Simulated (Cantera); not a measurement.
# Thermodynamics of abatement and gas-phase synthesis, feed HCl + O2

Feed: 1 mol HCl, 0.028 mol O2, equilibrated at 1 atm.

Method: chemical equilibrium by Gibbs-energy minimisation in Cantera with the NASA 1993 tables (ideal gas, pure condensed phases). Candidate condensed phases: H2O; 29 gas species. Ions and electrons are included (thermal ionisation). The numbers say what is thermodynamically allowed, not how fast it happens.

```tsv
T (K)	log p HCl	log p Cl	log p H	log p H2	log p H2O	log p O	log p OH	log p Cl2
2000	-0.06	-1.14	-4.63	-3.67	-1.34	-4.38	-3.29	-2.01
2500	-0.09	-0.90	-2.54	-1.89	-1.31	-3.49	-2.65	-2.86
3000	-0.22	-0.60	-1.39	-1.18	-1.44	-2.55	-2.13	-3.16
3500	-0.51	-0.40	-0.75	-1.04	-1.89	-1.88	-1.93	-3.40
4000	-0.99	-0.33	-0.44	-1.29	-2.84	-1.62	-2.22	-3.74
4500	-1.54	-0.31	-0.35	-1.77	-4.00	-1.57	-2.73	-4.08
5000	-2.05	-0.31	-0.32	-2.25	-5.07	-1.56	-3.23	-4.36
```
log p: log10 of the partial pressure in bar; nothing condenses.

From 2000 K to 5000 K nothing is condensed.
